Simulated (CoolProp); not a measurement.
Vapour-liquid equilibrium of R143a (1) + isobutane (2) at 0.139 MPa; x and y are mole fractions of (1).

Model: multi-fluid Helmholtz-energy mixture model, Lemmon and Jacobsen 2000 and Bücker 2006; pair parameters Bell 2016, in CoolProp.

Task: Give the bubble temperature and the first vapour's composition at x = 0.15, 0.25, 0.55. Is there an azeotrope?

Result: x = 0.15: 244.3 K, y = 0.675; x = 0.25: 239.5 K, y = 0.755; x = 0.55: 235.3 K, y = 0.825. No azeotrope shows between x = 0.05 and 0.95.

The pair parameters rest on a limited set of measurements; away from them the model extrapolates. With so large a gap from Raoult's law the liquid may split in two, which this calculation doesn't test in full.
